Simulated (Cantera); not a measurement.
A diamond (100) surface in a fixed gas of H2 with x(CH4) = 0.028, x(H) = 0.0018, at 1073 K, 6400 Pa; coverages are run to steady state.

Detailed kinetics in Cantera: the Harris–Goodwin 1993 mechanism for the reconstructed diamond (100) surface.

One state of this run: growth (µm/h) = 0.0812; θ c6HH = 0.537; θ c6H* = 0.0250; θ c6*H = 0.422; θ c6** = 0.0147; θ c6HM = 0.000395. θ: site fractions in the mechanism's names (c6HH fully hydrogenated, c6H* and c6*H radical sites, c6** diradical, c6HM methylated).

**Question.** Which value of x(CH3) does it belong to?
(A) 0.00078
(B) 0.00012
(C) 0.002
(D) 2.6e-06

**Answer.** D, 2.6e-06
